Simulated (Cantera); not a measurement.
An adiabatic, constant-volume homogeneous reactor starts with CO : H2 : CH4 : O2 : N2 = 1 : 0.95 : 0.037 : 0.524 : 1.97 (molar parts), at 1550 K and 5.00 bar. Integrator tolerance rtol = 1e-08.

Cantera simulation using GRI-Mech 3.0 (53 species, 325 reactions); the numbers are that mechanism's predictions, not measurements. Above 3000 K some thermodynamic fits are extrapolated.

Question: What does this change do: initial temperature 1550 to 1423 K?

Answer: 
```
quantity                                                              before                                      after
---------------------------------  -----------------------------------------  -----------------------------------------
time of steepest temperature rise                                    3.20 µs                                    5.18 µs
temperature at 4.00 s                                                 3106 K                                     3062 K
equilibrium temperature                                               3106 K                                     3062 K
x(CO) at 4.00 s                          0.193 (gas-phase equilibrium 0.193)        0.192 (gas-phase equilibrium 0.192)
x(H2) at 4.00 s                        0.0705 (gas-phase equilibrium 0.0705)      0.0702 (gas-phase equilibrium 0.0702)
x(CH4) at 4.00 s                   1.57e-11 (gas-phase equilibrium 1.85e-11)  1.95e-11 (gas-phase equilibrium 2.27e-11)
x(C2H) at 4.00 s                       <1e-12 (gas-phase equilibrium <1e-12)      <1e-12 (gas-phase equilibrium <1e-12)
x(NO) at 4.00 s                      0.00437 (gas-phase equilibrium 0.00437)    0.00361 (gas-phase equilibrium 0.00361)
x(H) at 4.00 s                         0.0190 (gas-phase equilibrium 0.0190)      0.0162 (gas-phase equilibrium 0.0162)
```

Question: What does this change do: H2 0.95 to 1.3 parts?

Answer: 
| quantity | before | after |
|---|---|---|
| time of steepest temperature rise | 3.20 µs | 3.14 µs |
| temperature at 4.00 s | 3106 K | 3056 K |
| equilibrium temperature | 3106 K | 3056 K |
| x(CO) at 4.00 s | 0.193 (gas-phase equilibrium 0.193) | 0.194 (gas-phase equilibrium 0.194) |
| x(H2) at 4.00 s | 0.0705 (gas-phase equilibrium 0.0705) | 0.118 (gas-phase equilibrium 0.118) |
| x(CH4) at 4.00 s | 1.57e-11 (gas-phase equilibrium 1.85e-11) | 7.90e-11 (gas-phase equilibrium 9.03e-11) |
| x(C2H) at 4.00 s | <1e-12 (gas-phase equilibrium <1e-12) | <1e-12 (gas-phase equilibrium <1e-12) |
| x(NO) at 4.00 s | 0.00437 (gas-phase equilibrium 0.00437) | 0.00219 (gas-phase equilibrium 0.00219) |
| x(H) at 4.00 s | 0.0190 (gas-phase equilibrium 0.0190) | 0.0215 (gas-phase equilibrium 0.0215) |
